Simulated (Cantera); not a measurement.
**Low-pressure radical oxidation in H2/O2**

An isothermal, constant-pressure homogeneous reactor starts with H2 : O2 = 0.087 : 1 (molar parts), equivalence ratio 0.043, at 1350 K and 0.0267 bar.

Model: the H2/O2 subset of GRI-Mech 3.0, which has no nitrogen chemistry, integrated in Cantera. Radical loss at walls, strong at low pressure, is not modelled. The temperature is held fixed by assumption; the heat of reaction is taken as removed at once.

| t (s) | x H2 | x O2 | x H | x H2O2 | x H2O | x HO2 | x OH |
|---|---|---|---|---|---|---|---|
| 3.00e-5 | 0.0800 | 0.920 | 3.55e-8 | 3.14e-11 | 2.07e-8 | 5.04e-8 | 3.03e-8 |
| 8.55e-5 | 0.0800 | 0.920 | 2.23e-7 | 2.51e-10 | 4.20e-7 | 1.44e-7 | 2.66e-7 |
| 0.000244 | 0.0799 | 0.920 | 2.32e-5 | 2.07e-9 | 6.08e-5 | 5.16e-7 | 2.92e-5 |
| 0.000695 | 0.00375 | 0.861 | 0.0155 | 2.67e-7 | 0.0639 | 6.84e-6 | 0.00944 |
| 0.00198 | 0.00181 | 0.864 | 0.0116 | 1.96e-7 | 0.0692 | 6.39e-6 | 0.00744 |
| 0.00564 | 0.00136 | 0.879 | 0.00721 | 1.93e-7 | 0.0732 | 6.02e-6 | 0.00649 |
| 0.0161 | 0.000643 | 0.899 | 0.00222 | 1.66e-7 | 0.0785 | 4.75e-6 | 0.00451 |
| 0.0458 | 0.000155 | 0.912 | 0.000253 | 9.84e-8 | 0.0818 | 2.36e-6 | 0.00223 |
| 0.131 | 2.51e-5 | 0.916 | 1.65e-5 | 4.03e-8 | 0.0828 | 6.81e-7 | 0.000901 |
| 0.372 | 4.27e-6 | 0.916 | 1.16e-6 | 1.39e-8 | 0.0832 | 1.65e-7 | 0.000373 |
| 1.06 | 8.98e-7 | 0.917 | 1.13e-7 | 4.66e-9 | 0.0833 | 5.99e-8 | 0.000172 |
| 3.02 | 2.46e-7 | 0.917 | 1.62e-8 | 1.76e-9 | 0.0833 | 5.27e-8 | 8.99e-5 |
| 8.62 | 1.19e-7 | 0.917 | 5.48e-9 | 1.08e-9 | 0.0833 | 6.41e-8 | 6.25e-5 |
| 24.6 | 1.10e-7 | 0.917 | 4.86e-9 | 1.03e-9 | 0.0833 | 6.59e-8 | 6.01e-5 |
| 70.0 | 1.10e-7 | 0.917 | 4.86e-9 | 1.03e-9 | 0.0833 | 6.59e-8 | 6.01e-5 |
x: mole fraction; the columns are a selection and need not sum to one.

Equilibrium at this temperature and pressure: H2 1.10e-7, O2 0.917, H 4.86e-9, H2O2 1.03e-9, H2O 0.0833, HO2 6.59e-8, OH 6.01e-5 (gas phase only).
